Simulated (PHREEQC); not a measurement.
PHREEQC input (ion-association model, phreeqc.dat):

```
SOLUTION_SPECIES
  CO3-2 + 10 H+ + 8 e- = CH4 + 3 H2O  # shut off: no methane
    -log_k -100
    -delta_h 0
    -analytic -100
SOLUTION 1
  temp 25
  units mol/kgw
  pH 7 charge
END
SELECTED_OUTPUT 1
  -reset false
  -pH true
  -pe true
  -ionic_strength true
  -water true
  -totals C C(-4) C(4) Mtg
  -molalities H+ CO3-2 OH- HCO3- CO2 (CO2)2
USER_PUNCH 1
  -headings p_CO2(g) phi_CO2(g) p_Mtg(g) phi_Mtg(g) p_H2O(g) phi_H2O(g) density
  10 PUNCH PR_P("CO2(g)"), PR_PHI("CO2(g)"), PR_P("Mtg(g)"), PR_PHI("Mtg(g)"), PR_P("H2O(g)"), PR_PHI("H2O(g)"), RHO
PRINT
  -reset false
USE solution 1
REACTION_TEMPERATURE 1
  10
GAS_PHASE 1
  -fixed_pressure
  -pressure 30
  -temperature 10
  -volume 20
  CO2(g) 4.5
  Mtg(g) 25.5
  H2O(g) 0
END
# ... the last block is repeated for the other 8 points of T (°C)
```

Selected output (columns that matter, 9 of 9 rows; T (°C) added in front):

```
T (°C)	pH	mu	C	Mtg	m_H+	m_OH-	m_CO2	p_CO2(g)	phi_CO2(g)	p_Mtg(g)	phi_Mtg(g)	p_H2O(g)	phi_H2O(g)	density
10	3.59	0.0002616	0.18696	0.053238	0.0002616	1.1942e-11	0.18596	4.3375	0.83163	25.648	0.92499	0.014614	0.85638	1.0022
20	3.6123	0.00024847	0.14009	0.0406	0.00024847	2.9232e-11	0.13924	4.3706	0.8477	25.602	0.93288	0.027264	0.86872	1.0003
30	3.6396	0.00023331	0.10935	0.033109	0.00023331	6.6696e-11	0.10861	4.391	0.86196	25.56	0.93989	0.048642	0.87963	0.99743
40	3.6706	0.00021715	0.088408	0.028518	0.00021715	1.4278e-10	0.087745	4.4024	0.87464	25.514	0.94613	0.083354	0.8892	0.99383
50	3.7047	0.00020071	0.073663	0.025683	0.00020071	2.8849e-10	0.073062	4.4062	0.88593	25.456	0.95172	0.13773	0.89751	0.98953
60	3.7411	0.0001845	0.062981	0.023978	0.0001845	5.5307e-10	0.062428	4.4027	0.89596	25.377	0.95674	0.22017	0.90459	0.98462
70	3.7795	0.00016882	0.055045	0.023044	0.00016882	1.0107e-09	0.054531	4.3914	0.90487	25.267	0.96128	0.34152	0.91049	0.97914
80	3.8197	0.00015385	0.049013	0.022658	0.00015385	1.7682e-09	0.048532	4.3707	0.91277	25.114	0.96541	0.51544	0.91519	0.97314
90	3.8615	0.00013971	0.04433	0.022675	0.00013971	2.9723e-09	0.043878	4.3386	0.91975	24.903	0.9692	0.75868	0.91871	0.96665
```

Complexes and solids missing from the database can't appear. At this temperature some constants are extrapolated from 25 °C, and those without enthalpy data are left unchanged.
